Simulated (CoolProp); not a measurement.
Saturation properties of dimethyl ether (Tc = 400.4 K, pc = 5.337 MPa, ω = 0.196).

Model: reference Helmholtz-energy equation of state, Wu 2011, in CoolProp.

```json
[
 {"T (K)": "227.3", "p (MPa)": "0.03667", "enthalpy of vaporisation (kJ/kg)": "488.5", "liquid cp (kJ/(kg K))": "2.188", "vapour Z": "0.9814", "liquid viscosity (µPa s)": "273", "vapour viscosity (µPa s)": "7.62"},
 {"T (K)": "244.1", "p (MPa)": "0.08383", "enthalpy of vaporisation (kJ/kg)": "470.0", "liquid cp (kJ/(kg K))": "2.227", "vapour Z": "0.9673", "liquid viscosity (µPa s)": "218", "vapour viscosity (µPa s)": "7.97"},
 {"T (K)": "260.9", "p (MPa)": "0.1697", "enthalpy of vaporisation (kJ/kg)": "450.3", "liquid cp (kJ/(kg K))": "2.276", "vapour Z": "0.9478", "liquid viscosity (µPa s)": "181", "vapour viscosity (µPa s)": "8.35"},
 {"T (K)": "277.8", "p (MPa)": "0.3129", "enthalpy of vaporisation (kJ/kg)": "428.9", "liquid cp (kJ/(kg K))": "2.339", "vapour Z": "0.9220", "liquid viscosity (µPa s)": "153", "vapour viscosity (µPa s)": "8.77"},
 {"T (K)": "294.6", "p (MPa)": "0.5320", "enthalpy of vaporisation (kJ/kg)": "405.6", "liquid cp (kJ/(kg K))": "2.416", "vapour Z": "0.8894", "liquid viscosity (µPa s)": "132", "vapour viscosity (µPa s)": "9.23"},
 {"T (K)": "311.4", "p (MPa)": "0.8500", "enthalpy of vaporisation (kJ/kg)": "379.6", "liquid cp (kJ/(kg K))": "2.516", "vapour Z": "0.8493", "liquid viscosity (µPa s)": "114", "vapour viscosity (µPa s)": "9.74"},
 {"T (K)": "328.2", "p (MPa)": "1.291", "enthalpy of vaporisation (kJ/kg)": "350.1", "liquid cp (kJ/(kg K))": "2.650", "vapour Z": "0.8004", "liquid viscosity (µPa s)": "99.1", "vapour viscosity (µPa s)": "10.3"},
 {"T (K)": "345.1", "p (MPa)": "1.885", "enthalpy of vaporisation (kJ/kg)": "315.2", "liquid cp (kJ/(kg K))": "2.848", "vapour Z": "0.7405", "liquid viscosity (µPa s)": "84.9", "vapour viscosity (µPa s)": "11.1"}
]
```

It boils at 248.4 K under 1 atm.

Viscosity comes from a separate model (Meng 2012).
